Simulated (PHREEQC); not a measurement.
A solution holds 0.0013 mol NaH2PO4, 0.047 mol Na2SO4 and 0.00051 mol NaCl per kg of water, at 25 °C. Closed to the air; pH follows from the charge balance.

Equilibrium calculation in PHREEQC: ion-association model, phreeqc.dat.

Problem. The ionic strength comes out as 0.130 mol/kgw. What activity coefficients do H+, NaSO4-, SO4-2, HSO4-, NaHPO4- get?

Solution. H+ 0.81, NaSO4- 0.77, SO4-2 0.34, HSO4- 0.77, NaHPO4- 0.77.

Precipitation was switched off in this run. Complexes and solids missing from the database can't appear.
